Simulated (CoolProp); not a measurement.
Values from CoolProp's reference Helmholtz-energy equation of state, Lemmon 2006. It is a short technical equation, of lower accuracy than the large ones.

Q: For carbonyl sulfide, give the phase and the density (kg/m³), expansivity (1/kK), fugacity coefficient at 258.3 K and 6.77 MPa; 306.4 K and 6.77 MPa; 450.8 K and 6.77 MPa.

A: 
- 258.3 K and 6.77 MPa: liquid; density 1110, expansivity 2.03, fugacity coefficient 0.0658
- 306.4 K and 6.77 MPa: liquid; density 989, expansivity 2.87, fugacity coefficient 0.221
- 450.8 K and 6.77 MPa: supercritical; density 141, expansivity 5.07, fugacity coefficient 0.804
